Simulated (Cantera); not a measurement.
Charge: 1 mol V2O5, a varied amount of H2, at 1325 °C and 0.0940 bar.

Cantera equilibrium calculation (NASA polynomials, part measured and part estimated; ideal gas, pure solids and liquids). Candidate condensed phases: H2O, V, VO, V2O3, V2O4, V2O5; 12 gas species. Condensed phases not in the tables: the oxides between V2O3 and V2O5 other than VO2. Rates play no part.

Question: At 4.8 mol H2, list the 3 most abundant gas species with their mole fractions, and the condensed phases.

Answer: H2 0.583, H2O 0.417, H 0.000133. Condensed: V2O3(s).
